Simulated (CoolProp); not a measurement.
Vapour-liquid equilibrium of CHF3 (R23) (1) + R227EA (2) at 200.6 K; x and y are mole fractions of (1).

The numbers come from the multi-fluid Helmholtz-energy mixture model, Penoncello 2003 and Lemmon 2016; pair parameters Bell 2016 in CoolProp.

```csv
x,"bubble pressure, mixture model (bar)","bubble pressure, Raoult's law (bar)","y, mixture model","y, Raoult's law"
0.05,0.1354,0.1212,0.730,0.701
0.2,0.4480,0.3706,0.930,0.918
0.35,0.7429,0.6200,0.964,0.960
0.5,0.9916,0.8694,0.978,0.978
0.65,1.201,1.119,0.986,0.988
0.8,1.399,1.368,0.992,0.994
0.95,1.617,1.618,0.998,0.999
```

The largest gap from Raoult's law is +20.9 % in bubble pressure, at x = 0.2. No azeotrope shows between x = 0.05 and 0.95.

The pair parameters rest on a limited set of measurements; away from them the model extrapolates.
